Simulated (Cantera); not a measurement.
Input: 1 mol HF, 0.64 mol O₂, equilibrated at 3150 K and 10.0 Torr.

These are equilibrium values from Cantera (NASA tables, ideal gas, pure condensed phases), not measurements of a reactor. Candidate condensed phases: H₂O; 22 gas species. The numbers say what is thermodynamically allowed, not how fast it happens.

Base state: O 0.401, HF 0.307, F 0.116, H 0.0959, O₂ 0.0628, OH 0.0142, H₂ 0.00204, H₂O 0.000815 (mole fractions); condensed: gas only.

**Question.** What changes in the equilibrium state with this change: pressure from 10.0 Torr to 150000 Torr?

**Answer.** 
| species | before | after |
|---|---|---|
| HF | 0.307 | 0.590 |
| O₂ | 0.0628 | 0.378 |
| F | 0.116 | 0.0136 |
| O | 0.401 | 0.00804 |
| H | 0.0959 | 0.000105 |
| OH | 0.0142 | 0.00466 |
| H₂F₂ | 6.38e-9 | 0.000353 |
| FO₂ | 2.50e-9 | 2.64e-5 |
| HOF | 2.03e-8 | 1.17e-5 |
| HO₂ | 6.83e-7 | 6.75e-5 |
The ideal-gas law is rough above about 30 bar.
